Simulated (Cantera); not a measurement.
Cantera run:

```python
import numpy as np
import cantera as ct

gas_names = """
    Ca CaF CaF2 Ca2 F F2 H HF H2 H2F2 H3F3 H4F4 H5F5 H6F6 H7F7
""".split()
cond_names = """
    Ca(a) Ca(b) Ca(L) CaF2(a) CaF2(b) CaF2(L)
""".split()


def load(file, names, dense=False):
    # The tables refer to 1 bar. Condensed volumes are neglected.
    table = {s.name: s for s in ct.Species.list_from_file(file)}
    out = []
    for n in names:
        d = dict(table[n].input_data)
        d["thermo"] = dict(d["thermo"], **{"reference-pressure": 1e5})
        if dense:
            d["equation-of-state"] = {"model": "constant-volume", "density": "1e6 g/cm^3"}
        out.append(ct.Species.from_dict(d))
    return out


gas = ct.Solution(thermo="ideal-gas", species=load("nasa_gas.yaml", gas_names))
cond = {s.name: ct.Solution(thermo="fixed-stoichiometry", species=[s], name=s.name)
        for s in load("nasa_condensed.yaml", cond_names, dense=True)}
atoms = {
    'CaF2': {'Ca': 1, 'F': 2},
    'H2': {'H': 2},
}
top_T = {}  # K; cautious upper limits of use, not melting points


def equilibrate(T, P, feed):
    n = {}
    for name, mol in feed.items():
        for a, k in atoms[name].items():
            n[a] = n.get(a, 0.0) + k * mol
    gas.TPX = T, P, n
    mass = sum(n.values()) * gas.mean_molecular_weight
    gas.equilibrate("TP")
    valid = [c for c in cond.values() if c.min_temp <= T <= top_T.get(c.name, c.max_temp)]
    mix = ct.Mixture([(gas, mass / gas.mean_molecular_weight)] + [(c, 0.0) for c in valid])
    mix.T, mix.P = T, P
    mix.equilibrate("TP", solver="vcs", rtol=1e-11, max_steps=5000)
    return mix


results = []
feed = {'CaF2': 1, 'H2': 1.9}  # mol
P = 13332.2  # Pa
for T in [1173, 1223, 1273, 1323, 1373, 1423, 1473, 1523, 1573, 1623, 1673, 1723, 1773, 1823]:
    mix = equilibrate(T, P, feed)
    results.append((T, P, feed, dict(zip(mix.species_names, mix.species_moles))))

top = {s: max(r[3][s] / sum(r[3][g] for g in gas_names) for r in results) for s in gas_names}
cols = sorted((s for s in top if top[s] > 0.001), key=lambda s: -top[s])[:8]
seen = [c for c in cond_names if any(r[3].get(c, 0) > 1e-12 for r in results)]
print("log10 of partial pressures in bar; condensed amounts in mol")
print(f"{'T/K':>10s}" + "".join(f"{s[:9]:>10s}" for s in cols + seen))
for T, P, feed, n in results:
    ng = sum(n[g] for g in gas_names)
    print(f"{T:10.4g}" + "".join(f"{np.log10(max(n[s] / ng * P / 1e5, 1e-99)):10.3f}" for s in cols)
          + "".join(f"{n.get(c, 0):10.4g}" for c in seen))
```

It prints:

```
log10 of partial pressures in bar; condensed amounts in mol
       T/K        H2      CaF2        HF         H   CaF2(a)   CaF2(b)   CaF2(L)
      1173    -0.875    -9.650    -7.943    -7.366         1         0         0
      1223    -0.875    -8.890    -7.439    -6.959         1         0         0
      1273    -0.875    -8.194    -6.974    -6.584         1         0         0
      1323    -0.875    -7.553    -6.545    -6.237         1         0         0
      1373    -0.875    -6.962    -6.147    -5.915         1         0         0
      1423    -0.875    -6.416    -5.777    -5.615         1         0         0
      1473    -0.875    -5.916    -5.435    -5.335         0         1         0
      1523    -0.875    -5.452    -5.115    -5.074         0    0.9999         0
      1573    -0.875    -5.022    -4.815    -4.828         0    0.9997         0
      1623    -0.875    -4.622    -4.533    -4.598         0    0.9994         0
      1673    -0.876    -4.249    -4.268    -4.381         0    0.9987         0
      1723    -0.876    -3.917    -4.025    -4.177         0         0    0.9974
      1773    -0.877    -3.615    -3.798    -3.985         0         0    0.9949
      1823    -0.879    -3.332    -3.584    -3.803         0         0    0.9906
```

Method: chemical equilibrium by Gibbs-energy minimisation in Cantera with the NASA 1993 tables (ideal gas, pure condensed phases).
